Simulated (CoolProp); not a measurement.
Properties of toluene along the isotherm 620 K.

Values from CoolProp's reference Helmholtz-energy equation of state, Lemmon 2006. It is a short technical equation, of lower accuracy than the large ones.

```
p (kPa)  phase       Z  cp (kJ/(kg K))  cv (kJ/(kg K))  isothermal compressibility (1/MPa)  viscosity (µPa s)  Prandtl number
-------  -----  ------  --------------  --------------  ----------------------------------  -----------------  --------------
172        gas  0.9868           2.189           2.093                               5.892               14.2           0.713
344        gas  0.9734           2.199           2.097                               2.988               14.2           0.716
516        gas  0.9598           2.209           2.100                               2.021               14.2           0.720
688        gas  0.9460           2.220           2.104                               1.539               14.2           0.724
860        gas  0.9319           2.232           2.107                               1.251               14.3           0.729
1030       gas  0.9178           2.244           2.111                               1.062               14.3           0.734
1200       gas  0.9035           2.258           2.115                              0.9275               14.3           0.739
1380       gas  0.8880           2.273           2.119                              0.8223               14.4           0.745
1550       gas  0.8732           2.289           2.124                              0.7463               14.5           0.751
1720       gas  0.8580           2.307           2.128                              0.6864               14.5           0.757
1890       gas  0.8425           2.326           2.133                              0.6382               14.6           0.764
2060       gas  0.8267           2.347           2.137                              0.5990               14.7           0.772
```

Viscosity comes from a separate model (Avgeri 2015). Thermal conductivity comes from a separate model (Assael 2012).
